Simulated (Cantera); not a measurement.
An adiabatic, constant-volume homogeneous reactor starts with C3H8 : O2 : N2 = 1 : 2.78 : 10.4 (molar parts), at 1075 K and 5.00 bar. Integrator tolerance rtol = 1e-08.

Model: GRI-Mech 3.0 (53 species, 325 reactions), integrated in Cantera. GRI-Mech 3.0 was tuned for natural gas; its chemistry of propane as a main component is partial and can be far from experiment.

```
quantity                                                            before                                      after
---------------------------------  ---------------------------------------  -----------------------------------------
time of steepest temperature rise                                  32.8 ms                                    11.6 µs
temperature at 1.00 s                                               2741 K                                     3076 K
equilibrium temperature                                             2741 K                                     3076 K
x(C3H8) at 1.00 s                    <1e-12 (gas-phase equilibrium <1e-12)      <1e-12 (gas-phase equilibrium <1e-12)
x(O2) at 1.00 s                    2.48e-5 (gas-phase equilibrium 2.48e-5)  0.000347 (gas-phase equilibrium 0.000347)
x(H2) at 1.00 s                        0.105 (gas-phase equilibrium 0.105)        0.101 (gas-phase equilibrium 0.101)
x(H2O2) at 1.00 s                  2.68e-8 (gas-phase equilibrium 2.68e-8)    1.41e-7 (gas-phase equilibrium 1.41e-7)
x(OH) at 1.00 s                    0.00165 (gas-phase equilibrium 0.00165)    0.00718 (gas-phase equilibrium 0.00718)
x(C2H6) at 1.00 s                    <1e-12 (gas-phase equilibrium <1e-12)      <1e-12 (gas-phase equilibrium <1e-12)
```

**Question.** Name the change that produced these shifts.
A. initial temperature 1075 to 1600 K
B. initial temperature 1075 to 1748 K
C. constant pressure in place of constant volume
D. pressure from 5.00 bar to 3.60 bar

**Answer.** A, initial temperature 1075 to 1600 K
